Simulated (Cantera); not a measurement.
An isothermal, constant-pressure homogeneous reactor starts with 87.7 % NH₃, 12.3 % H₂, at 1800 K and 20.0 Torr.

Cantera simulation using the gas-phase N/H chemistry of the illustrative SiF4/NH3 mechanism in the Surface Chemkin manual (1991); the numbers are that mechanism's predictions, not measurements. Walls and surfaces, which speed up NH3 decomposition in real reactors, are not modelled.

x: mole fraction; the columns are a selection and need not sum to one.

```
t (s)      x NH₃   x H₂     x NH₂    x N₂H₂      x N₂
--------  ------  -----  --------  --------  --------
6.00e-6    0.877  0.123   2.02e-7    <1e-12    <1e-12
1.91e-5    0.877  0.123   7.39e-7    <1e-12    <1e-12
6.05e-5    0.877  0.123   2.46e-6  9.57e-12    <1e-12
0.000192   0.877  0.123         ?  2.57e-10  3.32e-11
0.000610   0.877  0.123   2.53e-5   4.97e-9   4.56e-9
0.00194    0.877  0.123   8.00e-5   7.02e-8   3.10e-7
0.00615    0.877  0.123  0.000247   8.71e-7   1.45e-5
0.0195     0.875  0.124  0.000517   4.68e-6  0.000398
0.0620     0.867  0.130  0.000541   5.18e-6   0.00251
0.197      0.842      ?  0.000528   4.92e-6         ?
0.625      0.770  0.201  0.000494   4.22e-6    0.0284
1.98       0.592  0.332  0.000412   2.77e-6    0.0758
6.30       0.300  0.546  0.000259   1.05e-6     0.154
20.0      0.0680  0.716   9.21e-5   1.50e-7     0.215
```

Some entries are withheld; supply them.


- 0.000192, x NH₂: 7.93e-6
- 0.197, x H₂: 0.148
- 0.197, x N₂: 0.00911
